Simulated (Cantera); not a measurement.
An isothermal, constant-pressure homogeneous reactor starts with 20.4 % C₂H₆, 79.6 % H₂, at 1625 K and 0.0132 atm.

Cantera simulation using GRI-Mech 3.0 (53 species, 325 reactions); the numbers are that mechanism's predictions, not measurements. GRI-Mech 3.0 stops at C3 and has no aromatics, soot or wall deposition, so with more carbon than oxygen in the feed, carbon stays in small species such as C2H2 where larger ones or solid carbon would form. Radical loss at walls, strong at low pressure, is not modelled.

x: mole fraction; the columns are a selection and need not sum to one.

```csv
t (s),x C₂H₆,x H₂,x C₂H₄,x C₂H₂,x CH₃
0.000800,[?],0.718,0.0557,0.0192,0.0216
0.00174,[?],0.726,0.0405,0.0411,0.00955
0.00376,[?],0.734,0.0273,0.0567,0.00466
0.00816,[?],0.740,0.0170,0.0683,0.00260
0.0177,[?],0.745,0.00900,0.0773,0.00168
0.0384,[?],0.750,0.00366,0.0839,0.00132
0.0833,[?],0.755,0.00157,0.0887,0.00124
0.181,[?],0.765,0.00120,0.0946,0.00115
0.392,[?],0.782,0.000859,0.104,0.000971
0.850,[?],0.804,0.000506,0.117,0.000726
1.84,[?],0.826,0.000268,0.129,0.000460
4.00,[?],0.841,0.000172,0.137,0.000242
```

**Question.** Fill in the missing entries.

**Answer.** 
- 0.000800, x C₂H₆: 0.00901
- 0.00174, x C₂H₆: 0.000919
- 0.00376, x C₂H₆: 0.000310
- 0.00816, x C₂H₆: 0.000137
- 0.0177, x C₂H₆: 6.93e-5
- 0.0384, x C₂H₆: 4.62e-5
- 0.0833, x C₂H₆: 4.04e-5
- 0.181, x C₂H₆: 3.42e-5
- 0.392, x C₂H₆: 2.39e-5
- 0.850, x C₂H₆: 1.28e-5
- 1.84, x C₂H₆: 4.78e-6
- 4.00, x C₂H₆: 1.22e-6
